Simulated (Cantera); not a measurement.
## Premixed flame

A freely propagating, adiabatic, planar premixed flame of 47.6 % H₂, 10.8 % O₂, 40.7 % N₂, 0.951 % H₂O, unburnt at 425 K and 1.00 bar; mixture-averaged transport, grid criteria slope 0.08 and curve 0.16, no radiation.

Cantera simulation using the H2/O2 subset of GRI-Mech 3.0, which has no nitrogen chemistry; the numbers are that mechanism's predictions, not measurements. Burning velocities carry a grid error of a few per cent, more on coarse grids.

```tsv
z (mm)	T (K)	u (m/s)	x H₂	x O₂	x O	x HO₂	x H₂O₂	x H
-1.17	425	4.86	0.476	0.108	<1e-8	<1e-8	<1e-8	<1e-8
-0.780	425	4.86	0.476	0.108	<1e-8	<1e-8	<1e-8	<1e-8
-0.585	425	4.86	0.476	0.108	<1e-8	<1e-8	<1e-8	<1e-8
-0.390	425	4.87	0.476	0.108	<1e-8	1.66e-7	<1e-8	<1e-8
-0.195	453	5.15	0.471	0.108	5.49e-6	0.000242	1.04e-5	5.70e-5
-0.0974	725	8.00	0.438	0.102	0.000190	0.000222	3.75e-5	0.00559
0	1120	12.0	0.360	0.0728	0.00170	8.31e-5	3.54e-6	0.0331
0.0974	1393	14.9	0.281	0.0267	0.00245	2.74e-5	9.09e-7	0.0643
0.195	1519	16.1	0.252	0.00625	0.00127	6.15e-6	4.94e-7	0.0731
0.390	1627	17.2	0.249	0.000560	0.000621	5.34e-7	3.12e-7	0.0660
0.780	1731	18.2	0.258	0.000188	0.000440	1.90e-7	1.98e-7	0.0522
1.56	1830	19.0	0.267	0.000111	0.000272	1.17e-7	1.08e-7	0.0382
3.12	1913	19.8	0.274	5.63e-5	0.000141	6.48e-8	5.33e-8	0.0261
```
x: mole fraction of selected species; z is measured from the peak of heat release.

The laminar burning velocity comes out as 486 cm/s, the thermal thickness is 0.390 mm and the peak x(O) is 0.00261. The peak x(HO₂) comes out as 0.000393, the peak x(H₂O₂) comes out as 4.22e-5 and the peak x(H) comes out as 0.0731.
